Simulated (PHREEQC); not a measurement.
Make-up at 20 °C: 1.8 mmol/kgw CaCl2 and 43 mmol/kgw MgCl2. Closed to the air; pH follows from the charge balance.

All values are PHREEQC results (ion-association model, phreeqc.dat), not measurements.

```
Quantity                      Value
--------------------  -------------
ionic strength        0.134 mol/kgw
specific conductance     7780 µS/cm
density                 1.002 g/cm³
```

```json
[
 {"species": "Cl-", "molality": "0.0896", "activity": "0.0669", "log γ": "-0.127"},
 {"species": "Mg+2", "molality": "0.0430", "activity": "0.0164", "log γ": "-0.420"},
 {"species": "Ca+2", "molality": "0.00180", "activity": "0.000652", "log γ": "-0.441"},
 {"species": "H+", "molality": "2.64e-7", "activity": "2.15e-7", "log γ": "-0.089"},
 {"species": "MgOH+", "molality": "2.21e-7", "activity": "1.74e-7", "log γ": "-0.104"},
 {"species": "OH-", "molality": "4.28e-8", "activity": "3.17e-8", "log γ": "-0.131"}
]
```

This is a speciation only: nothing precipitates in the calculation.
